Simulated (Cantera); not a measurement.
A closed system holds: 1 mol Si, 1.2 mol HBr, 19 mol H2, held at 1098.15 K and 33.0 Pa.

Cantera equilibrium calculation (NASA polynomials, part measured and part estimated; ideal gas, pure solids and liquids). Candidate condensed phases: Br2, Si; 19 gas species. The tables' values for SiBr3 are old estimates; treat these amounts as uncertain. Rates play no part.

Base state: H2 0.945, HBr 0.0514, SiBr2 0.00379, SiBr4 6.12e-5, Br 5.75e-5, SiBr3 4.33e-5 (mole fractions); condensed: Si(s).

**Question.** What changes in the equilibrium state with this change: HBr from 1.2 to 18 mol?

**Answer.** 
```csv
species,before,after
H2,0.945,0.567
HBr,0.0514,0.405
SiBr4,6.12e-5,0.0164
SiBr3,4.33e-5,0.00114
SiHBr3,9.68e-6,0.000197
Br,5.75e-5,0.000586
SiBr2,0.00379,0.00978
"Si(s), mol",0.921,0
```

**Question.** What changes in the equilibrium state with this change: HBr from 1.2 to 12 mol?

**Answer.** 
```json
[
 {"species": "H2", "before": "0.945", "after": "0.669"},
 {"species": "HBr", "before": "0.0514", "after": "0.298"},
 {"species": "SiBr2", "before": "0.00379", "after": "0.0176"},
 {"species": "SiBr4", "before": "6.12e-5", "after": "0.0135"},
 {"species": "SiBr3", "before": "4.33e-5", "after": "0.00139"},
 {"species": "SiHBr3", "before": "9.68e-6", "after": "0.000261"},
 {"species": "Br", "before": "5.75e-5", "after": "0.000397"},
 {"species": "Si(s), mol", "before": "0.921", "after": "0"}
]
```
